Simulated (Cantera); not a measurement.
**Thermodynamics of silicon nitride deposition, feed SiH2Cl2 + N2**

Input: 1 mol SiH2Cl2, 43 mol N2, held at 0.150 Torr.

These are equilibrium values from Cantera (NASA tables, ideal gas, pure condensed phases), not measurements of a reactor. Candidate condensed phases: NH4Cl, Si, Si3N4; 28 gas species. N2 is the only nitrogen source here; it is nearly inert below about 1500 K, so the nitride shown seldom forms there in practice. The tables' values for SiCl3 are old estimates; treat these amounts as uncertain. Equilibrium is a limit: real reactors are often held back by kinetics, nucleation or transport.

From 427 °C to 1027 °C the condensed part is Si3N4(s). The main Si-bearing gas is SiCl4 at 427 °C and SiCl2 at 1027 °C. The share of Si in condensed phases is highest at 777 °C (91.1 %) and lowest at 1027 °C (69.1 %).

```tsv
T (°C)	x N2	x HCl	x H2	x SiCl2	x SiCl4	x SiCl3	x Cl	n Si3N4(s)
427	0.958	0.0326	0.00630	6.12e-12	0.00315	7.65e-9	<1e-12	0.287
477	0.958	0.0337	0.00573	1.52e-10	0.00287	4.86e-8	1.07e-11	0.291
527	0.957	0.0346	0.00527	2.52e-9	0.00263	2.45e-7	1.01e-10	0.294
577	0.957	0.0354	0.00489	2.99e-8	0.00244	1.01e-6	7.36e-10	0.297
627	0.957	0.0360	0.00457	2.68e-7	0.00228	3.58e-6	4.29e-9	0.300
677	0.957	0.0365	0.00431	1.90e-6	0.00214	1.10e-5	2.08e-8	0.301
727	0.957	0.0370	0.00409	1.10e-5	0.00202	3.03e-5	8.63e-8	0.303
777	0.957	0.0373	0.00393	5.33e-5	0.00188	7.44e-5	3.11e-7	0.304
827	0.957	0.0374	0.00384	0.000218	0.00169	0.000163	9.90e-7	0.303
877	0.956	0.0373	0.00392	0.000744	0.00136	0.000304	2.77e-6	0.298
927	0.956	0.0363	0.00438	0.00200	0.000855	0.000441	6.64e-6	0.285
977	0.956	0.0340	0.00548	0.00404	0.000371	0.000458	1.34e-5	0.261
1027	0.955	0.0304	0.00724	0.00645	0.000120	0.000362	2.36e-5	0.230
```
x: gas mole fraction; n: condensed amount in mol.
